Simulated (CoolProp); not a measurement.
R134a along the isobar 21300 kPa: Z from the reference equation and from simpler models built on Tc = 101.1 °C, pc = 4059 kPa, ω = 0.327; each cubic takes its own stable root.

Values from CoolProp's reference Helmholtz-energy equation of state, Tillner-Roth 1994.

| T (°C) | phase | reference | van der Waals | Redlich-Kwong | Peng-Robinson |
|---|---|---|---|---|---|
| 98.75 | liquid | 0.6493 | 0.9448 | 0.7355 | 0.6593 |
| 107.95 | supercritical | 0.6510 | 0.9343 | 0.7345 | 0.6636 |
| 117.15 | supercritical | 0.6540 | 0.9248 | 0.7345 | 0.6695 |
| 126.45 | supercritical | 0.6583 | 0.9160 | 0.7354 | 0.6769 |
| 135.65 | supercritical | 0.6640 | 0.9082 | 0.7372 | 0.6857 |
| 144.95 | supercritical | 0.6710 | (withheld) | (withheld) | 0.6960 |
| 154.15 | supercritical | 0.6793 | 0.8950 | 0.7432 | 0.7075 |
| 163.35 | supercritical | 0.6890 | 0.8895 | (withheld) | 0.7202 |
| 172.65 | supercritical | 0.7000 | 0.8847 | 0.7524 | 0.7340 |
| 181.85 | supercritical | 0.7120 | 0.8807 | 0.7579 | (withheld) |

Question: What belongs in the gaps?

Answer: 
- 144.95, van der Waals: 0.9012
- 144.95, Redlich-Kwong: 0.7398
- 163.35, Redlich-Kwong: 0.7474
- 181.85, Peng-Robinson: 0.7484
